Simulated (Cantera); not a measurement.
Charge: 1 mol Si, 1.8 mol NH3, 170 mol H2, 17 mol CO2, equilibrated at 648.15 K and 0.100 bar.

Equilibrium computed with Cantera from the NASA thermochemical tables; the gas is ideal and each condensed phase is pure. Candidate condensed phases: C, C6H6, C7H8, C8H18, H2O, Si, SiC, SiO2, Si2N2O, Si3N4; 151 gas species. Kinetics and transport are ignored.

Base state: H2 0.683, H2O 0.203, CH4 0.108, N2 0.00570, CO2 0.000438, CO 9.25e-5, NH3 8.20e-5 (mole fractions); condensed: SiO2(α-quartz).

What changes in the equilibrium state with this change: temperature from 648.15 K to 1273.15 K?


```csv
species,before,after
H2,0.683,0.832
CO,9.25e-5,0.0846
H2O,0.203,0.0741
CH4,0.108,7.33e-7
NH3,8.20e-5,7.22e-7
CO2,0.000438,0.00456
N2,0.00570,0.00472
"SiO2(α-quartz), mol",1.00,0
"SiO2(β-quartz), mol",0,1.00
```
The tables hold silica as quartz up to 1696 K and as liquid above; real silica turns to tridymite and cristobalite and melts near 1996 K.

What changes in the equilibrium state with this change: temperature from 648.15 K to 1225 K?


```tsv
species	before	after
H2	0.683	0.832
CO	9.25e-5	0.0841
H2O	0.203	0.0736
CH4	0.108	1.70e-6
NH3	8.20e-5	8.90e-7
CO2	0.000438	0.00507
N2	0.00570	0.00472
SiO2(α-quartz), mol	1.00	0
SiO2(β-quartz), mol	0	1.00
```
The tables hold silica as quartz up to 1696 K and as liquid above; real silica turns to tridymite and cristobalite and melts near 1996 K.
